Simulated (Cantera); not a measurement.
A perfectly stirred reactor is fed with NH3 : N2 = 1 : 0.63 (molar parts), at 12.0 Torr; it is held at 2350 K, and followed from long to short residence time.

Model: the gas-phase N/H chemistry of the illustrative SiF4/NH3 mechanism in the Surface Chemkin manual (1991), integrated in Cantera. Walls and surfaces, which speed up NH3 decomposition in real reactors, are not modelled.

| quantity | before | after |
|---|---|---|
| x(NH3) at τ = 19.0 s | 4.42e-5 | 0.379 |
| x(N2H4) at τ = 19.0 s | <1e-12 | 5.44e-9 |
| x(N2H2) at τ = 19.0 s | 2.56e-9 | 1.18e-6 |
| x(NH2) at τ = 19.0 s | 1.17e-5 | 0.000175 |
| x(NH) at τ = 19.0 s | 2.00e-5 | 1.82e-6 |
| x(NH3) at τ = 0.120 s | 0.184 | 0.612 |
| x(N2H4) at τ = 0.120 s | 2.35e-9 | 8.47e-9 |
| x(N2H2) at τ = 0.120 s | 5.49e-6 | 1.49e-6 |
| x(NH2) at τ = 0.120 s | 0.00187 | 0.000218 |
| x(NH) at τ = 0.120 s | 0.000104 | 7.54e-7 |

What was changed between the two runs?
(A) pressure from 12.0 Torr to 0.540 bar
(B) temperature 2350 to 1348 K
(C) pressure from 12.0 Torr to 100.0 Torr
(D) temperature 2350 to 1675 K

D, temperature 2350 to 1675 K
